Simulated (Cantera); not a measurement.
Source: NASA polynomial tables (part measured, part estimated), evaluated in Cantera. Values are per mole of reaction as written; species without (g) are pure solids or liquids, kept so even where they would boil at 1 bar.

NO₂(g) + 2 CrO₃(g) → Cr₂N + 8 O(g), with ΔH° = 2419.6 kJ and ΔS° = 581.4 J/K at 300 K.

### Question
How far is the shortcut ΔG° ≈ ΔH°(300 K) − T·ΔS°(300 K) from the full temperature-dependent value at 1200, 1250, 1300, 1350, 1400, 1450, 1500, 1550, 1600, 1650, 1700 K?

### Answer
```csv
T (K),shortcut (kJ),full (kJ),difference (kJ),difference in log10 K
1200,1721.9,1670.2,51.7,-2.25
1250,1692.8,1636.8,56.0,-2.34
1300,1663.8,1603.3,60.5,-2.43
1350,1634.7,1569.7,65.0,-2.51
1400,1605.6,1536.0,69.6,-2.60
1450,1576.6,1502.2,74.3,-2.68
1500,1547.5,1468.3,79.1,-2.76
1550,1518.4,1434.4,84.0,-2.83
1600,1489.4,1400.3,89.0,-2.91
1650,1460.3,1366.2,94.1,-2.98
1700,1431.2,1332.0,99.2,-3.05
```
The shortcut ignores the heat-capacity change of the reaction.
